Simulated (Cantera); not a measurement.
An isothermal, constant-pressure homogeneous reactor starts with C₃H₈ : H₂ = 1 : 39 (molar parts), at 1223 K and 0.987 atm.

Cantera simulation using GRI-Mech 3.0 (53 species, 325 reactions); the numbers are that mechanism's predictions, not measurements. GRI-Mech 3.0 was tuned for natural gas; its chemistry of propane as a main component is partial and can be far from experiment. GRI-Mech 3.0 stops at C3 and has no aromatics, soot or wall deposition, so with more carbon than oxygen in the feed, carbon stays in small species such as C2H2 where larger ones or solid carbon would form.

One state of this run: x C₃H₈ = 1.14e-6; x H₂ = 0.941; x CH₂ = 4.07e-12; x C₂H₆ = 0.00126; x C₂H₂ = 0.00170; x CH₃ = 2.53e-6. x: mole fraction; the columns are a selection and need not sum to one.

Q: Which value of t (s) does it belong to?
A) 0.00126
B) 0.0474
C) 3.35e-5
D) 0.532

A: D, 0.532
